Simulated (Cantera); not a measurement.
A perfectly stirred reactor is fed with CH₄ : H₂ = 1 : 2.6 (molar parts), at 750 Torr; it is held at 1500 K, and followed from long to short residence time.

Model: GRI-Mech 3.0 (53 species, 325 reactions), integrated in Cantera. GRI-Mech 3.0 stops at C3 and has no aromatics, soot or wall deposition, so with more carbon than oxygen in the feed, carbon stays in small species such as C2H2 where larger ones or solid carbon would form.

**Question.** What does this change do: temperature 1500 to 1548 K?

**Answer.** 
```tsv
quantity	before	after
x(CH₄) at τ = 18.0 s	0.138	0.100
x(H₂) at τ = 18.0 s	0.806	0.829
x(CH₂) at τ = 18.0 s	8.70e-10	2.03e-9
x(H) at τ = 18.0 s	1.57e-5	2.80e-5
x(C₂H₆) at τ = 18.0 s	7.47e-5	4.69e-5
x(CH₄) at τ = 71.0 ms	0.263	0.243
x(H₂) at τ = 71.0 ms	0.731	0.743
x(CH₂) at τ = 71.0 ms	1.01e-9	3.13e-9
x(H) at τ = 71.0 ms	1.12e-5	2.03e-5
x(C₂H₆) at τ = 71.0 ms	0.000102	0.000112
```

**Question.** What does this change do: temperature 1500 to 1300 K?

**Answer.** 
```tsv
quantity	before	after
x(CH₄) at τ = 18.0 s	0.138	0.269
x(H₂) at τ = 18.0 s	0.806	0.728
x(CH₂) at τ = 18.0 s	8.70e-10	4.59e-12
x(H) at τ = 18.0 s	1.57e-5	8.69e-7
x(C₂H₆) at τ = 18.0 s	7.47e-5	0.000101
x(CH₄) at τ = 71.0 ms	0.263	0.278
x(H₂) at τ = 71.0 ms	0.731	0.722
x(CH₂) at τ = 71.0 ms	1.01e-9	2.40e-12
x(H) at τ = 71.0 ms	1.12e-5	6.14e-7
x(C₂H₆) at τ = 71.0 ms	0.000102	1.99e-5
```
